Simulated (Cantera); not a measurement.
**Thermodynamics of abatement and gas-phase synthesis, feed H₂S + SO₂ + O₂**

Charge: 1 mol H₂S, 0.75 mol SO₂, a varied amount of O₂, at 1825 K and 13.0 Pa.

These are equilibrium values from Cantera (NASA tables, ideal gas, pure condensed phases), not measurements of a reactor. Candidate condensed phases: H₂O, H₂SO₄, S; 19 gas species. Kinetics and transport are ignored.

| n(O₂) (mol) | log p SO₂ | log p O₂ | log p H₂O | log p H₂ | log p SO | log p S₂ | log p S | log p H | log p OH |
|---|---|---|---|---|---|---|---|---|---|
| 0.4 | -4.40 | -8.52 | -4.65 | -4.55 | -4.73 | -4.84 | -5.46 | -5.63 | -6.88 |
| 0.53 | -4.35 | -8.42 | -4.63 | -4.59 | -4.73 | -4.95 | -5.52 | -5.65 | -6.85 |
| 0.72 | -4.29 | -8.26 | -4.60 | -4.64 | -4.75 | -5.14 | -5.61 | -5.68 | -6.79 |
| 0.96 | -4.22 | -8.00 | -4.55 | -4.72 | -4.80 | -5.52 | -5.80 | -5.72 | -6.70 |
| 1.3 | -4.13 | -7.19 | -4.44 | -5.01 | -5.12 | -6.96 | -6.52 | -5.86 | -6.44 |
| 1.7 | -4.12 | -5.04 | -4.38 | -6.03 | -6.18 | -11.23 | -8.66 | -6.37 | -5.88 |
| 2.3 | -4.20 | -4.54 | -4.46 | -6.36 | -6.51 | -12.39 | -9.24 | -6.53 | -5.79 |
| 3.1 | -4.29 | -4.33 | -4.55 | -6.55 | -6.71 | -12.99 | -9.54 | -6.63 | -5.78 |
| 4.2 | -4.39 | -4.20 | -4.65 | -6.72 | -6.87 | -13.44 | -9.76 | -6.71 | -5.80 |
log p: log10 of the partial pressure in bar; nothing condenses.

From 0.4 mol O₂ to 4.2 mol O₂ nothing is condensed.
